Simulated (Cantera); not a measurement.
Input (Python, Cantera) and output of one run.

```python
import numpy as np
import cantera as ct

gas_names = """
    N NO NO2 NO3 N2 N2O O O2 O3 Si SiN SiO SiO2 Si2 Si2N Si3
""".split()
cond_names = """
    Si(cr) Si(L) SiO2(Lqz) SiO2(hqz) SiO2(L) Si2N2O(s) Si3N4(a)
""".split()


# ... load() reads the species with a 1 bar reference pressure and builds the phases ...
atoms = {
    'Si': {'Si': 1},
    'N2O': {'N': 2, 'O': 1},
    'N2': {'N': 2},
}
top_T = {'Si2N2O(s)': 2100, 'Si3N4(a)': 2400}  # K; cautious upper limits of use, not melting points


# ... equilibrate(T, P, feed) seeds the gas with the atoms and calls Mixture.equilibrate('TP', solver="vcs", rtol=1e-11, max_steps=5000) ...
results = []
feed = {'Si': 1, 'N2O': 0.017, 'N2': 260}  # mol
P = 10000  # Pa
for T in [1223, 1298, 1373, 1448, 1523, 1598, 1673, 1748, 1823, 1898, 1973, 2048, 2123]:
    mix = equilibrate(T, P, feed)
    results.append((T, P, feed, dict(zip(mix.species_names, mix.species_moles))))

top = {s: max(r[3][s] / sum(r[3][g] for g in gas_names) for r in results) for s in gas_names}
cols = sorted((s for s in top if top[s] > 1e-05), key=lambda s: -top[s])[:6]
seen = [c for c in cond_names if any(r[3].get(c, 0) > 1e-12 for r in results)]
print("log10 of partial pressures in bar; condensed amounts in mol")
print(f"{'T/K':>10s}" + "".join(f"{s[:9]:>10s}" for s in cols + seen))
for T, P, feed, n in results:
    ng = sum(n[g] for g in gas_names)
    print(f"{T:10.4g}" + "".join(f"{np.log10(max(n[s] / ng * P / 1e5, 1e-99)):10.3f}" for s in cols)
          + "".join(f"{n.get(c, 0):10.4g}" for c in seen))
```

Output:

```
log10 of partial pressures in bar; condensed amounts in mol
       T/K        N2        Si      Si2N       SiN       SiO       Si2     Si(L) Si2N2O(s)  Si3N4(a)
      1223    -1.000   -15.653   -19.582   -15.415   -11.747   -23.767         0     0.017     0.322
      1298    -1.000   -13.942   -17.399   -13.901   -10.311   -21.113         0     0.017     0.322
      1373    -1.000   -12.420   -15.459   -12.554    -9.035   -18.753         0     0.017     0.322
      1448    -1.000   -11.057   -13.724   -11.349    -7.893   -16.641         0   0.01697     0.322
      1523    -1.000    -9.831   -12.163   -10.264    -6.867   -14.741         0   0.01665    0.3221
      1598    -1.000    -8.722   -10.752    -9.283    -5.940   -13.023         0   0.01402     0.323
      1673    -1.000    -7.714    -9.471    -8.392    -5.183   -11.463         0         0    0.3276
      1748    -1.000    -6.794    -8.304    -7.579    -5.183   -10.039         0         0    0.3275
      1823    -1.000    -5.951    -7.235    -6.834    -5.183    -8.736         0         0    0.3265
      1898    -1.000    -5.176    -6.253    -6.149    -5.184    -7.538         0         0    0.3203
      1973    -1.000    -4.501    -5.428    -5.557    -5.185    -6.514    0.8722         0         0
      2048    -1.000    -4.122    -5.156    -5.255    -5.185    -6.057    0.7295         0         0
      2123    -1.001    -3.770    -4.904    -4.974    -5.185    -5.633    0.4316         0         0
```

Method: chemical equilibrium by Gibbs-energy minimisation in Cantera with the NASA 1993 tables (ideal gas, pure condensed phases). Mutual solubility and eutectic melting of coexisting phases are not modelled. The tables' values for SiN are old estimates; treat these amounts as uncertain.
